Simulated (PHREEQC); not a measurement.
2.4 g of hydrous ferric oxide (600 m²/g; 0.2 weak and 0.005 strong sites per Fe, Dzombak-Morel constants, diffuse double layer) in 1 kg of water with 0.005 mol/kgw of an inert sodium salt, at 25 °C; the pH is set by adding NaOH or the inert anion's acid. Oxygen alone is held at its pressure in air (log pO2 = -0.68). CO2 from the air is kept out. Nothing may precipitate in this run.

Base run: PHREEQC, ion-association model, wateq4f.dat. Each further column changes one thing. The table gives surface charge σ (C/m²).

```json
[
 {"pH": "3", "base": "0.315", "background salt from 0.005 to 0.0005 mol/kgw": "0.280", "oxide from 2.4 to 12 g/kgw": "0.339", "0.014 mol/kgw MgCl2 added": "[?]"},
 {"pH": "3.5", "base": "0.257", "background salt from 0.005 to 0.0005 mol/kgw": "0.200", "oxide from 2.4 to 12 g/kgw": "0.295", "0.014 mol/kgw MgCl2 added": "0.335"},
 {"pH": "4", "base": "0.194", "background salt from 0.005 to 0.0005 mol/kgw": "0.131", "oxide from 2.4 to 12 g/kgw": "0.231", "0.014 mol/kgw MgCl2 added": "0.293"},
 {"pH": "4.5", "base": "0.138", "background salt from 0.005 to 0.0005 mol/kgw": "0.080", "oxide from 2.4 to 12 g/kgw": "0.165", "0.014 mol/kgw MgCl2 added": "0.237"},
 {"pH": "5", "base": "0.094", "background salt from 0.005 to 0.0005 mol/kgw": "0.047", "oxide from 2.4 to 12 g/kgw": "[?]", "0.014 mol/kgw MgCl2 added": "[?]"},
 {"pH": "5.5", "base": "0.061", "background salt from 0.005 to 0.0005 mol/kgw": "0.027", "oxide from 2.4 to 12 g/kgw": "0.069", "0.014 mol/kgw MgCl2 added": "0.128"},
 {"pH": "6", "base": "0.038", "background salt from 0.005 to 0.0005 mol/kgw": "0.015", "oxide from 2.4 to 12 g/kgw": "0.042", "0.014 mol/kgw MgCl2 added": "0.088"},
 {"pH": "6.5", "base": "0.023", "background salt from 0.005 to 0.0005 mol/kgw": "0.008", "oxide from 2.4 to 12 g/kgw": "0.024", "0.014 mol/kgw MgCl2 added": "0.058"},
 {"pH": "7", "base": "0.013", "background salt from 0.005 to 0.0005 mol/kgw": "0.004", "oxide from 2.4 to 12 g/kgw": "0.013", "0.014 mol/kgw MgCl2 added": "0.040"},
 {"pH": "7.5", "base": "0.006", "background salt from 0.005 to 0.0005 mol/kgw": "0.002", "oxide from 2.4 to 12 g/kgw": "0.006", "0.014 mol/kgw MgCl2 added": "0.035"},
 {"pH": "8", "base": "0.001", "background salt from 0.005 to 0.0005 mol/kgw": "0.000", "oxide from 2.4 to 12 g/kgw": "0.001", "0.014 mol/kgw MgCl2 added": "0.035"},
 {"pH": "8.5", "base": "-0.004", "background salt from 0.005 to 0.0005 mol/kgw": "-0.001", "oxide from 2.4 to 12 g/kgw": "-0.004", "0.014 mol/kgw MgCl2 added": "0.034"},
 {"pH": "9", "base": "-0.009", "background salt from 0.005 to 0.0005 mol/kgw": "-0.003", "oxide from 2.4 to 12 g/kgw": "-0.010", "0.014 mol/kgw MgCl2 added": "0.034"}
]
```

Q: Fill in the missing entries.

A: 
- 3, 0.014 mol/kgw MgCl2 added: 0.357
- 5, oxide from 2.4 to 12 g/kgw: 0.110
- 5, 0.014 mol/kgw MgCl2 added: 0.179

The oxide is taken as insoluble; below pH 4 it would dissolve.
